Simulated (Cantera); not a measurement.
Mixture: H2 : O2 : N2 = 1 : 0.877 : 3.3 (molar parts), equivalence ratio 0.57, at 2.66 atm, adiabatic and at constant volume. Ignition delay is the time to a rise of 400 K.

Model: the H2/O2 subset of GRI-Mech 3.0, which has no nitrogen chemistry, integrated in Cantera. The hydrogen kinetics of GRI-Mech 3.0 are dated; newer H2 mechanisms differ, most at raised pressure. Where the delays flatten at high temperature, the 400 K rule measures the pace of heat release, not the induction time.

Task: What does this change do: pressure from 2.66 atm to 0.661 atm?

Result: 
```tsv
quantity	before	after
delay at 1050 K	0.717 ms	0.182 ms
delay at 1125 K	41.3 µs	0.105 ms
delay at 1200 K	20.1 µs	70.0 µs
delay at 1275 K	12.7 µs	51.4 µs
delay at 1350 K	9.01 µs	40.9 µs
delay at 1425 K	6.88 µs	34.8 µs
delay at 1500 K	5.56 µs	31.6 µs
```

Task: What does this change do: H2 1 to 2.3 parts?

Result: 
| quantity | before | after |
|---|---|---|
| delay at 1050 K | 0.717 ms | 0.762 ms |
| delay at 1125 K | 41.3 µs | 43.1 µs |
| delay at 1200 K | 20.1 µs | 20.0 µs |
| delay at 1275 K | 12.7 µs | 12.4 µs |
| delay at 1350 K | 9.01 µs | 8.60 µs |
| delay at 1425 K | 6.88 µs | 6.42 µs |
| delay at 1500 K | 5.56 µs | 5.04 µs |
